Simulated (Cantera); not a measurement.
Charge: 1 mol SiCl4, 5.2 mol HCl, 3.8 mol H2, 2.8 mol Cl2, at 1075 K and 14000 Pa.

These are equilibrium values from Cantera (NASA tables, ideal gas, pure condensed phases), not measurements of a reactor. Candidate condensed phases: Si; 19 gas species. The tables' values for SiCl3 are old estimates; treat these amounts as uncertain. Equilibrium is a limit: real reactors are often held back by kinetics, nucleation or transport.

Task: What is the equilibrium state?

Result: 
- x(HCl): 0.844
- x(H2): 0.0780
- x(SiCl4): 0.0780
- x(SiHCl3): 8.96e-5
- x(SiCl3): 3.65e-5
- gas amount: 12.80 mol
- log10 activity of Si(s) (absent): -7.82
